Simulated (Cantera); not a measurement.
Feed: 1 mol Fe, 3.1 mol NH3, 130 mol H2, equilibrated at 74.0 Pa.

Method: chemical equilibrium by Gibbs-energy minimisation in Cantera with the NASA 1993 tables (ideal gas, pure condensed phases). Candidate condensed phases: Fe; 10 gas species. The numbers say what is thermodynamically allowed, not how fast it happens.

x: gas mole fraction; n: condensed amount in mol.

```csv
T (K),x H2,x N2,x Fe,x H,x NH3,n Fe(α),n Fe(γ)
1098,0.989,0.0114,1.57e-9,9.04e-7,2.49e-8,1.00,0
1148,0.989,0.0114,1.08e-8,2.62e-6,1.91e-8,1.000,0
1198,0.989,0.0114,6.27e-8,6.95e-6,1.50e-8,0,1.000
1248,0.989,0.0114,3.15e-7,1.71e-5,1.20e-8,0,1.000
1298,0.989,0.0114,1.39e-6,3.92e-5,9.70e-9,0,1.000
1348,0.989,0.0114,5.51e-6,8.46e-5,8.00e-9,0,0.999
1398,0.988,0.0114,1.97e-5,0.000173,6.68e-9,0,0.997
1448,0.988,0.0114,6.44e-5,0.000337,5.65e-9,0,0.991
1498,0.988,0.0114,[?],[?],[?],0,0.974
1548,0.987,0.0114,0.000544,0.00112,4.16e-9,0,0.926
1598,0.985,0.0114,[?],[?],[?],0,[?]
1648,0.982,0.0113,0.00353,0.00324,3.16e-9,0,0.517
1698,0.976,0.0113,0.00727,0.00525,2.77e-9,0,0
```

Question: What belongs in the gaps?

Answer: 
- 1498, x Fe: 0.000194
- 1498, x H: 0.000628
- 1498, x NH3: 4.83e-9
- 1598, x Fe: 0.00143
- 1598, x H: 0.00194
- 1598, x NH3: 3.62e-9
- 1598, n Fe(γ): 0.805
